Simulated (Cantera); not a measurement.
Gas mixture: C₂H₄ : NH₃ : C₃H₈ = 0.34 : 0.2 : 0.33 (molar parts), at 36.0 Torr, frozen composition.

Cantera's kinetic-theory transport with the Lennard-Jones parameters of GRI-Mech 3.0, ideal gas; thermal conductivity in the mixture-averaged form. Polar gases are described roughly by these parameters. The composition is frozen, though it would react at the higher temperatures.

D: mixture-averaged diffusion coefficient of that species in the mixture.

```json
[
 {"T (K)": "400", "ρ (kg/m³)": "0.0456", "cp (J/kg/K)": "2061", "μ (µPa s)": "12.3", "λ (mW/m/K)": "34.6", "Pr": "0.733", "D (cm²/s) CH₃": "5.73", "D (cm²/s) C₂H₂": "4.19", "D (cm²/s) CH₄": "5.69"},
 {"T (K)": "600", "ρ (kg/m³)": "0.0304", "cp (J/kg/K)": "2751", "μ (µPa s)": "17.7", "λ (mW/m/K)": "65.3", "Pr": "0.745", "D (cm²/s) CH₃": "11.9", "D (cm²/s) C₂H₂": "8.88", "D (cm²/s) CH₄": "11.9"},
 {"T (K)": "800", "ρ (kg/m³)": "0.0228", "cp (J/kg/K)": "3269", "μ (µPa s)": "22.4", "λ (mW/m/K)": "97.8", "Pr": "0.749", "D (cm²/s) CH₃": "19.8", "D (cm²/s) C₂H₂": "14.8", "D (cm²/s) CH₄": "19.6"},
 {"T (K)": "1000", "ρ (kg/m³)": "0.0182", "cp (J/kg/K)": "3670", "μ (µPa s)": "?", "λ (mW/m/K)": "?", "Pr": "0.751", "D (cm²/s) CH₃": "?", "D (cm²/s) C₂H₂": "?", "D (cm²/s) CH₄": "?"},
 {"T (K)": "1200", "ρ (kg/m³)": "0.0152", "cp (J/kg/K)": "3959", "μ (µPa s)": "?", "λ (mW/m/K)": "?", "Pr": "0.747", "D (cm²/s) CH₃": "?", "D (cm²/s) C₂H₂": "?", "D (cm²/s) CH₄": "?"},
 {"T (K)": "1400", "ρ (kg/m³)": "0.0130", "cp (J/kg/K)": "4195", "μ (µPa s)": "34.0", "λ (mW/m/K)": "192", "Pr": "0.745", "D (cm²/s) CH₃": "51.4", "D (cm²/s) C₂H₂": "38.9", "D (cm²/s) CH₄": "51.1"}
]
```

Task: What belongs in the gaps?

Result: 
- 1000, μ (µPa s): 26.6
- 1000, λ (mW/m/K): 130
- 1000, D (cm²/s) CH₃: 29.1
- 1000, D (cm²/s) C₂H₂: 21.9
- 1000, D (cm²/s) CH₄: 28.9
- 1200, μ (µPa s): 30.5
- 1200, λ (mW/m/K): 162
- 1200, D (cm²/s) CH₃: 39.6
- 1200, D (cm²/s) C₂H₂: 29.9
- 1200, D (cm²/s) CH₄: 39.4
